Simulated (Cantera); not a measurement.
An adiabatic, constant-pressure homogeneous reactor starts with 8.01 % CH₃OH, 18.8 % O₂, 70.6 % N₂, 2.64 % H₂O, equivalence ratio 0.64, at 1348 K and 1000000 Pa.

Cantera simulation using GRI-Mech 3.0 (53 species, 325 reactions); the numbers are that mechanism's predictions, not measurements. GRI-Mech 3.0 was tuned for natural gas; its chemistry of methanol as a main component is partial and can be far from experiment.

Q: Predict: time of steepest temperature rise; temperature at 1.00 s; equilibrium temperature; x(O₂) at 1.00 s; x(H₂O) at 1.00 s; x(NO) at 1.00 s.

A: time of steepest temperature rise: 0.179 ms
temperature at 1.00 s: 2526 K
equilibrium temperature: 2526 K
x(O₂) at 1.00 s: 0.0586 (gas-phase equilibrium 0.0586)
x(H₂O) at 1.00 s: 0.173 (gas-phase equilibrium 0.173)
x(NO) at 1.00 s: 0.0117 (gas-phase equilibrium 0.0117)
